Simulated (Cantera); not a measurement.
A closed system holds: 1 mol Si3N4, 81 mol HCl, 4.9 mol N2, at 1398 K and 1.10 Pa.

Cantera equilibrium calculation (NASA polynomials, part measured and part estimated; ideal gas, pure solids and liquids). Candidate condensed phases: NH4Cl, Si, Si3N4; 28 gas species. The tables' values for SiCl3 are old estimates; treat these amounts as uncertain. The numbers say what is thermodynamically allowed, not how fast it happens.

Base state: HCl 0.844, N2 0.0784, H2 0.0383, SiCl2 0.0312, Cl 0.00507, SiCl3 0.00225, SiCl4 0.000693, H 0.000279 (mole fractions); condensed: gas only.

Question: What changes in the equilibrium state with this change: temperature from 1398 K to 1698 K?

Answer: 
```
species    before     after
-------  --------  --------
HCl         0.844     0.719
Cl        0.00507    0.0908
N2         0.0784    0.0745
H2         0.0383    0.0719
H        0.000279    0.0117
SiCl2      0.0312    0.0320
Si        4.03e-8   7.40e-5
SiCl4    0.000693   3.30e-6
SiCl      1.07e-6  0.000108
SiCl3     0.00225  0.000231
```
The tables' values for SiCl3, SiCl are old estimates; treat these amounts as uncertain.
